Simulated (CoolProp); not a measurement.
n-butane along the isobar 882 kPa: Z from the reference equation and from simpler models built on Tc = 425.1 K, pc = 3796 kPa, ω = 0.201; each cubic takes its own stable root.

Values from CoolProp's reference Helmholtz-energy equation of state, Bücker 2006.

```
T (K)   phase  reference
-----  ------  ---------
238.2  liquid    0.04059
253.3  liquid    0.03910
268.4  liquid    0.03786
283.6  liquid    0.03682
298.7  liquid    0.03600
313.8  liquid    0.03539
328.9  liquid    0.03500
344.1  liquid    0.03486
```

**Question.** How far does each simpler model (van der Waals, Redlich-Kwong, Soave-Redlich-Kwong, Peng-Robinson) lie from the reference over these 8 states: mean and median of the absolute difference, and the worst?

**Answer.** 
- van der Waals: mean 912.5 %, median 61.0 %, worst +2399.1 % at 344.1 K and 882 kPa
- Redlich-Kwong: mean 296.1 %, median 10.6 %, worst +2294.4 % at 344.1 K and 882 kPa
- Soave-Redlich-Kwong: mean 8.0 %, median 7.5 %, worst +10.4 % at 344.1 K and 882 kPa
- Peng-Robinson: mean 4.5 %, median 4.9 %, worst -5.2 % at 268.4 K and 882 kPa

At some of these states van der Waals, Redlich-Kwong gives the other phase, because its saturation line lies elsewhere.
